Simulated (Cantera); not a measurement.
Cantera with NASA thermochemical tables; ideal gases at 1 bar, condensed phases pure. Values are per mole of reaction as written; species without (g) are pure solids or liquids, kept so even where they would boil at 1 bar.

### Question
Between 1675 and 2475 K, where is each reaction favourable under standard conditions?
- BaO + 2 F(g) → BaF₂ + O(g)

### Answer
- BaO + 2 F(g) → BaF₂ + O(g): ΔG° is -363 kJ at 1675 K and -287 kJ at 2475 K; it stays negative (K > 1). ΔH° is -563 kJ and ΔS° -112 J/K at 2475 K.
